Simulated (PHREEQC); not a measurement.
1 kg of water holding 0.01 mol KCl and 0.01 mol K2SO4 is evaporated at 75 °C; the solids stay in contact with the brine. No CO2 enters from the air. Solids allowed: Arcanite, Misenite, Sylvite. Others were left out.

Computed with PHREEQC (Pitzer model, pitzer.dat).

| water left (kg) | ionic strength | water activity | Arcanite (mol) |
|---|---|---|---|
| 1 | 0.0400 | 0.999 | 0 |
| 0.6755 | 0.0592 | 0.999 | 0 |
| 0.4563 | 0.0877 | 0.998 | 0 |
| 0.3082 | 0.130 | 0.998 | 0 |
| 0.2082 | 0.192 | 0.996 | 0 |
| 0.1407 | 0.284 | 0.995 | 0 |
| 0.09502 | 0.421 | 0.992 | 0 |
| 0.06418 | 0.623 | 0.989 | 0 |
| 0.05275 | 0.758 | 0.987 | 0 |
| 0.03564 | 1.12 | 0.981 | 0 |
| 0.02407 | 1.66 | 0.972 | 0 |
| 0.01627 | 2.46 | 0.959 | 0 |
| 0.01099 | 3.10 | 0.945 | 0.00196 |
| 0.007427 | 3.18 | 0.935 | 0.00547 |
| 0.005012 | 3.41 | 0.918 | 0.00763 |

Arcanite from water left = 0.01099 kg.

At this temperature some constants are extrapolated from 25 °C, and those without enthalpy data are left unchanged.
